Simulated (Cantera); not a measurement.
A perfectly stirred reactor is fed with CH4 : O2 : N2 = 1 : 4.26 : 16 (molar parts), at 0.385 atm; it is adiabatic with a 600 K inlet, and is followed from long to short residence time, starting on the burning branch (τ in s: 0.36, 0.14, 0.053, 0.02, 0.0078, 0.003, 0.0012, 0.00044, 0.00017, 6.6e-05, 2.5e-05, 9.7e-06, 3.7e-06).

Detailed kinetics in Cantera: GRI-Mech 3.0 (53 species, 325 reactions).

One state of this run: T (K) = 1655; x CH4 = 1.42e-5; x O2 = 0.106; x NO2 = 7.38e-9; x CO2 = 0.0466; x NO = 6.32e-6; x H2O2 = 6.67e-8. x: mole fraction; the columns are a selection and need not sum to one.

**Question.** Which value of τ (s) does it belong to?
A) 0.00044
B) 0.020
C) 0.0078
D) 0.14

**Answer.** D, 0.14
